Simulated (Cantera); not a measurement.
Charge: 1 mol SiH4, 17 mol N2, equilibrated at 2048.15 K.

These are equilibrium values from Cantera (NASA tables, ideal gas, pure condensed phases), not measurements of a reactor. Candidate condensed phases: Si, Si3N4; 18 gas species. The tables' values for SiN are old estimates; treat these amounts as uncertain. Gases not in the tables: Si2H6 and higher silanes. The numbers say what is thermodynamically allowed, not how fast it happens.

x: gas mole fraction; n: condensed amount in mol.

| P (Pa) | x N2 | x H2 | x H | x Si | x Si2N | x Si2 | x SiN | n Si(l) | n Si3N4(s) |
|---|---|---|---|---|---|---|---|---|---|
| 5 | 0.818 | 0.0580 | 0.0763 | 0.0479 | 2.84e-6 | ___ | 7.13e-5 | 0 | 0 |
| 17 | 0.830 | 0.0742 | 0.0468 | 0.0484 | 1.83e-5 | ___ | 0.000134 | 0 | 0 |
| 59 | 0.839 | 0.0851 | 0.0269 | 0.0482 | 0.000118 | ___ | 0.000250 | 0 | 0 |
| 210 | 0.854 | 0.0930 | 0.0149 | 0.0360 | 0.000447 | ___ | 0.000355 | 0.230 | 0 |
| 710 | 0.881 | 0.0994 | 0.00839 | 0.0107 | 0.000247 | ___ | 0.000196 | 0.771 | 0 |
| 2400 | 0.890 | 0.102 | 0.00463 | 0.00315 | 0.000135 | ___ | 0.000107 | 0.929 | 0 |
| 8400 | 0.893 | 0.104 | 0.00249 | 0.000901 | 7.22e-5 | ___ | 5.74e-5 | 0.977 | 0 |
| 29000 | 0.894 | 0.104 | 0.00135 | 0.000261 | 3.89e-5 | ___ | 3.09e-5 | 0.992 | 0 |
| 100000 | 0.891 | 0.109 | 0.000739 | 3.70e-5 | 5.00e-6 | ___ | 8.13e-6 | 0 | 0.333 |

Question: What belongs in the gaps?

Answer: 
- 5, x Si2: 1.76e-5
- 17, x Si2: 6.12e-5
- 59, x Si2: 0.000210
- 210, x Si2: 0.000418
- 710, x Si2: 0.000124
- 2400, x Si2: 3.66e-5
- 8400, x Si2: 1.05e-5
- 29000, x Si2: 3.03e-6
- 100000, x Si2: 2.10e-7
